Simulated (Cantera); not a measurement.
Charge: 1 mol CH4, 0.018 mol NH3, 5 mol H2, at 1002 °C and 5.00 bar.

Equilibrium computed with Cantera from the NASA thermochemical tables; the gas is ideal and each condensed phase is pure. Kinetics and transport are ignored.

| species | before | after |
|---|---|---|
| H2 | 0.956 | 0.999 |
| N2 | 0.00132 | 0.00128 |
| H | 3.22e-7 | 1.79e-5 |
| CH4 | 0.0424 | 1.57e-5 |
| NH3 | 2.33e-5 | 8.33e-9 |
| C(graphite), mol | 0.714 | 1.000 |
Gas species are given as mole fractions.

Q: What was changed between the two runs?
(A) NH3 from 0.018 to 0.97 mol
(B) pressure from 5.00 bar to 1.70 mbar
(C) temperature from 1002 °C to 2175 °C
(D) NH3 from 0.018 to 2.7 mol

A: B, pressure from 5.00 bar to 1.70 mbar
